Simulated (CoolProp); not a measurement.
Values from CoolProp's reference Helmholtz-energy equation of state, de Reuck 1990.

Question: Give the vapour pressure (MPa), liquid density (kg/m³), vapour density (kg/m³), liquid cp (kJ/(kg K)) of saturated fluorine at -156.25 °C.

Answer: 
```
T (°C)   p (MPa)  liquid density (kg/m³)  vapour density (kg/m³)  liquid cp (kJ/(kg K))
-------  -------  ----------------------  ----------------------  ---------------------
-156.25     1.37                    1240                    66.7                   1.79
```
